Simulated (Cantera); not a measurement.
Feed: 1 mol FeCl₂, 3.7 mol HCl, 10 mol N₂, equilibrated at 1125 K and 85000 Pa.

These are equilibrium values from Cantera (NASA tables, ideal gas, pure condensed phases), not measurements of a reactor. Candidate condensed phases: Fe, FeCl₂, FeCl₃, NH₄Cl; 18 gas species. Rates play no part.

Base state: N₂ 0.684, HCl 0.252, FeCl₂ 0.0579, Fe₂Cl₄ 0.00483, FeCl₃ 0.000821, H₂ 0.000411 (mole fractions); condensed: gas only.

**Question.** What changes in the equilibrium state with this change: temperature from 1125 K to 2123 K?

**Answer.** 
```json
[
 {"species": "N₂", "before": "0.684", "after": "0.677"},
 {"species": "HCl", "before": "0.252", "after": "0.240"},
 {"species": "FeCl₂", "before": "0.0579", "after": "0.0675"},
 {"species": "Cl", "before": "5.33e-7", "after": "0.00982"},
 {"species": "H", "before": "<1e-9", "after": "0.000272"},
 {"species": "Cl₂", "before": "5.73e-8", "after": "6.20e-5"},
 {"species": "Fe₂Cl₄", "before": "0.00483", "after": "5.97e-6"},
 {"species": "H₂", "before": "0.000411", "after": "0.00489"}
]
```
